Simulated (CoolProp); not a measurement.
Saturation properties of fluorine (Tc = 144.4 K, pc = 5.240 MPa, ω = 0.045).

The numbers come from the reference Helmholtz-energy equation of state, de Reuck 1990 in CoolProp.

```json
[
 {"T (K)": "69.1", "p (MPa)": "0.01020", "liquid density (kg/m³)": "___", "vapour Z": "___"},
 {"T (K)": "73.8", "p (MPa)": "0.02250", "liquid density (kg/m³)": "1578", "vapour Z": "0.9880"},
 {"T (K)": "78.5", "p (MPa)": "0.04473", "liquid density (kg/m³)": "___", "vapour Z": "___"},
 {"T (K)": "83.1", "p (MPa)": "0.08070", "liquid density (kg/m³)": "1515", "vapour Z": "0.9703"},
 {"T (K)": "87.8", "p (MPa)": "0.1376", "liquid density (kg/m³)": "1482", "vapour Z": "___"},
 {"T (K)": "92.5", "p (MPa)": "0.2212", "liquid density (kg/m³)": "1448", "vapour Z": "0.9411"},
 {"T (K)": "97.2", "p (MPa)": "0.3385", "liquid density (kg/m³)": "1412", "vapour Z": "0.9219"},
 {"T (K)": "101.8", "p (MPa)": "0.4932", "liquid density (kg/m³)": "1375", "vapour Z": "0.9000"},
 {"T (K)": "106.5", "p (MPa)": "0.6993", "liquid density (kg/m³)": "___", "vapour Z": "0.8741"},
 {"T (K)": "111.2", "p (MPa)": "0.9620", "liquid density (kg/m³)": "___", "vapour Z": "0.8444"},
 {"T (K)": "115.9", "p (MPa)": "1.289", "liquid density (kg/m³)": "1250", "vapour Z": "0.8102"}
]
```

Q: Complete the blanks.

A: 
- 69.1, liquid density (kg/m³): 1608
- 69.1, vapour Z: 0.9933
- 78.5, liquid density (kg/m³): 1547
- 78.5, vapour Z: 0.9803
- 87.8, vapour Z: 0.9572
- 106.5, liquid density (kg/m³): 1336
- 111.2, liquid density (kg/m³): 1294

It boils at 85.0 K under 1 atm.
